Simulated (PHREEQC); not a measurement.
1 kg of water holding 18 mmol/kgw Na2CO3, 13 mmol/kgw KCl and 94 mmol/kgw NaCl is evaporated at 20 °C; the solids stay in contact with the brine. CO2 is held at log p = -3.4 (atm). The run lets Halite, Kalicinite, Nahcolite, Natron, Sylvite, Trona precipitate or redissolve, and no other solid.

The series has 28 steps of water left (kg), from 0.9998 to 0.004583.

All values are PHREEQC results (Pitzer model, pitzer.dat), not measurements.

Which solids form, in which order, and at which step of the series does each first stand?

Trona from water left = 0.01971 kg (pH 9.80); Halite from water left = 0.01608 kg (pH 9.77); Sylvite from water left = 0.005686 kg (pH 9.83).

Complexes and solids missing from the database can't appear.
